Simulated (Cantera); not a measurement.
## Thermodynamics of boron, boron nitride and boron oxide, feed B2O3 + H2 + N2

Input: 1 mol B2O3, 130 mol H2, 15 mol N2, equilibrated at 10000 Pa.

Cantera equilibrium calculation (NASA polynomials, part measured and part estimated; ideal gas, pure solids and liquids). Candidate condensed phases: B, BN, B2O3, B3O3H3, H2O; 39 gas species. N2 is the only nitrogen source here; it is nearly inert below about 1500 K, so the nitride shown seldom forms there in practice. Mutual solubility and eutectic melting of coexisting phases are not modelled. Gases not in the tables: H3BO3. Kinetics and transport are ignored.

| T (°C) | log p H2 | log p N2 | log p H | log p HBO | n BN(s) | n B2O3(l) |
|---|---|---|---|---|---|---|
| 825 | -1.05 | -1.99 | -8.13 | -7.70 | 0.177 | 0.910 |
| 975 | -1.05 | -1.99 | -6.85 | -6.04 | 0.174 | 0.897 |
| 1125 | -1.05 | -1.99 | -5.85 | -4.74 | 0.200 | 0.800 |
| 1275 | -1.05 | -1.99 | -5.04 | -3.71 | 0.260 | 0.319 |
| 1425 | -1.05 | -1.99 | -4.37 | -3.21 | 0 | 0 |
| 1575 | -1.05 | -1.99 | -3.80 | -3.15 | 0 | 0 |
| 1725 | -1.06 | -1.99 | -3.32 | -3.12 | 0 | 0 |
| 1875 | -1.06 | -1.99 | -2.91 | -3.11 | 0 | 0 |
| 2025 | -1.07 | -1.99 | -2.55 | -3.13 | 0 | 0 |
log p: log10 of the partial pressure in bar; n: condensed amount in mol.

From 825 °C to 1275 °C the condensed part is BN(s) + B2O3(l). From 1425 °C to 2025 °C nothing is condensed.
